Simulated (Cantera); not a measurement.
# Equilibrium for silicon oxide and oxynitride deposition: SiCl4 + N2O + N2

Input: 1 mol SiCl4, 0.16 mol N2O, 2.3 mol N2, held at 1.00 bar.

Cantera equilibrium calculation (NASA polynomials, part measured and part estimated; ideal gas, pure solids and liquids). Candidate condensed phases: Si, SiO2, Si2N2O, Si3N4; 23 gas species. The tables' values for SiCl3 are old estimates; treat these amounts as uncertain. The tables hold silica as quartz up to 1696 K and as liquid above; real silica turns to tridymite and cristobalite and melts near 1996 K. Kinetics and transport are ignored.

| T (K) | x N2 | x SiCl4 | x Cl | x Cl2 | x SiCl3 | n SiO2(β-quartz) | n SiO2(condensed) | n SiO2(l) |
|---|---|---|---|---|---|---|---|---|
| 1100 | 0.695 | 0.260 | 0.000322 | 0.0450 | 1.54e-8 | 0.0800 | 0 | 0 |
| 1200 | 0.695 | 0.260 | 0.000999 | 0.0447 | 1.78e-7 | 0.0800 | 0 | 0 |
| 1300 | 0.694 | 0.260 | 0.00260 | 0.0438 | 1.42e-6 | 0.0800 | 0 | 0 |
| 1400 | 0.693 | 0.259 | 0.00584 | 0.0422 | 8.42e-6 | 0.0800 | 0 | 0 |
| 1500 | 0.691 | 0.258 | 0.0116 | 0.0392 | 4.01e-5 | 0.0800 | 0 | 0 |
| 1600 | 0.688 | 0.257 | 0.0204 | 0.0346 | 0.000161 | 0.0800 | 0 | 0 |
| 1700 | 0.683 | 0.255 | 0.0324 | 0.0285 | 0.000568 | 0 | 0.0800 | 0 |
| 1800 | 0.678 | 0.252 | 0.0466 | 0.0217 | 0.00182 | 0 | 0.0800 | 0 |
| 1900 | 0.672 | 0.246 | 0.0617 | 0.0156 | 0.00530 | 0 | 0.0800 | 0 |
| 2000 | 0.662 | 0.233 | 0.0788 | 0.0114 | 0.0136 | 0 | 0 | 0.0798 |
x: gas mole fraction; n: condensed amount in mol.

From 1100 K to 1600 K the condensed part is SiO2(β-quartz). From 1700 K to 1900 K the condensed part is SiO2(condensed). At 2000 K the condensed part is SiO2(l). The main Si-bearing gas is SiCl4 throughout.
